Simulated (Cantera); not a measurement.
Reactions in the system H-O-Ta

Cantera with NASA thermochemical tables; ideal gases at 1 bar, condensed phases pure. Values are per mole of reaction as written; species without (g) are pure solids or liquids, kept so even where they would boil at 1 bar.

2 Ta2O5 + Ta → 5 TaO2(g)

```
T (K)  ΔH° (kJ)  ΔS° (J/K)  ΔG° (kJ)  log10 K
-----  --------  ---------  --------  -------
475      3073.4     1035.9    2581.4  -283.87
575      3064.5     1018.7    2478.7  -225.17
675      3054.9     1003.4    2377.6  -183.99
775      3044.8      989.4    2278.0  -153.53
875      3034.1      976.5    2179.7  -130.12
975      3023.0      964.5    2082.6  -111.57
1075     3011.5      953.2    1986.8   -96.54
1175     2999.6      942.7    1892.0   -84.11
```

2 H(g) + 2 Ta2O5 → 4 TaO2(g) + H2O2(g)

| T (K) | ΔH° (kJ) | ΔS° (J/K) | ΔG° (kJ) | log10 K |
|---|---|---|---|---|
| 475 | 2699.0 | 794.2 | 2321.7 | -255.31 |
| 575 | 2688.5 | 774.2 | 2243.3 | -203.79 |
| 675 | 2677.6 | 756.7 | 2166.8 | -167.67 |
| 775 | 2666.3 | 741.2 | 2091.9 | -140.99 |
| 875 | 2654.7 | 727.1 | 2018.5 | -120.50 |
| 975 | 2642.8 | 714.2 | 1946.5 | -104.28 |
| 1075 | 2630.6 | 702.3 | 1875.7 | -91.14 |
| 1175 | 2618.2 | 691.3 | 1806.0 | -80.28 |
